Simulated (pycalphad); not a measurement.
## Phase fractions of Ti-14.06Al-1.32C (at.%)

CALPHAD calculation (pycalphad, COST 507 light-alloy database (1999)), 1 atm. The data set is of 1999 and partly superseded. Not assessed as a whole: an extrapolation from subsystems, which can miss ternary compounds. Phase fractions are per mole of atoms. Diffusion is slow at the low end, where real alloys seldom reach equilibrium.

```
T (°C)  LIQUID  BCC_A2  FCC_A1  HCP_A3  ALM_D019
------  ------  ------  ------  ------  --------
1727     1.000       -       -       -         -
1627         -   0.983   0.017       -         -
1527         -   0.977   0.023       -         -
1427         -   0.973   0.027       -         -
1327         -   0.970   0.030       -         -
1227         -   0.967   0.033       -         -
1127         -   0.965   0.035       -         -
1027         -       -   0.038   0.962         -
927          -       -   0.037   0.963         -
827          -       -   0.037   0.963         -
727          -       -   0.037   0.903     0.061
627          -       -   0.037   0.745     0.218
527          -       -   0.036   0.652     0.312
427          -       -   0.036   0.599     0.365
327          -       -   0.036   0.570     0.394
227          -       -   0.036   0.552     0.413
```

Database names, with the compositions (at.%) that they take in these runs: ALM_D019: Ti 77-79 Al 21-23. FCC_A1 is fcc; BCC_A2 is bcc; HCP_A3 is hcp. The fcc model also describes the rock-salt carbide or nitride (TiC, TiN, HfC).
